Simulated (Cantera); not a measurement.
# Catalytic stagnation flow on Pt

A jet of 7.05 % CH4, 9.88 % O2, 83.1 % N2, equivalence ratio 1.4 at 300 K and 50.3 Torr hits a platinum plate 3.3 cm away at a mass flux of 0.031 kg/m²/s; the plate temperature is set and raised in steps from an oxygen-covered start.

Computed with Cantera and Deutschmann's 1995 Pt surface mechanism with GRI-Mech 3.0 gas chemistry. Catalytic surfaces can have several steady states; this one follows from the mechanism file's or the stated starting coverage.

```json
[
 {"plate T (K)": "950", "wall x CH4": "0.00941", "wall x O2": "0.00391", "wall x H2O": "0.106", "wall x OH": "<1e-8", "wall x CO": "0.0625", "wall x CO2": "0.00136", "θ free Pt": "0.674", "θ H*": "0.00101", "θ CO*": "0.259", "θ C*": "0.0662"},
 {"plate T (K)": "1000", "wall x CH4": "0.00686", "wall x O2": "0.00298", "wall x H2O": "0.105", "wall x OH": "<1e-8", "wall x CO": "0.0643", "wall x CO2": "0.00224", "θ free Pt": "0.799", "θ H*": "0.00133", "θ CO*": "0.165", "θ C*": "0.0349"},
 {"plate T (K)": "1050", "wall x CH4": "0.00565", "wall x O2": "0.00255", "wall x H2O": "0.102", "wall x OH": "<1e-8", "wall x CO": "0.0636", "wall x CO2": "0.00451", "θ free Pt": "0.890", "θ H*": "0.00136", "θ CO*": "0.0960", "θ C*": "0.0131"},
 {"plate T (K)": "1100", "wall x CH4": "0.00516", "wall x O2": "0.00241", "wall x H2O": "0.0993", "wall x OH": "<1e-8", "wall x CO": "0.0612", "wall x CO2": "0.00791", "θ free Pt": "0.941", "θ H*": "0.00129", "θ CO*": "0.0525", "θ C*": "0.00512"},
 {"plate T (K)": "1150", "wall x CH4": "0.00500", "wall x O2": "0.00239", "wall x H2O": "0.0960", "wall x OH": "1.81e-8", "wall x CO": "0.0577", "wall x CO2": "0.0121", "θ free Pt": "0.968", "θ H*": "0.00121", "θ CO*": "0.0283", "θ C*": "0.00221"},
 {"plate T (K)": "1200", "wall x CH4": "0.00498", "wall x O2": "0.00244", "wall x H2O": "0.0922", "wall x OH": "4.64e-8", "wall x CO": "0.0536", "wall x CO2": "0.0169", "θ free Pt": "0.982", "θ H*": "0.00113", "θ CO*": "0.0153", "θ C*": "0.00103"}
]
```
x: mole fraction at the wall; θ: surface coverage.
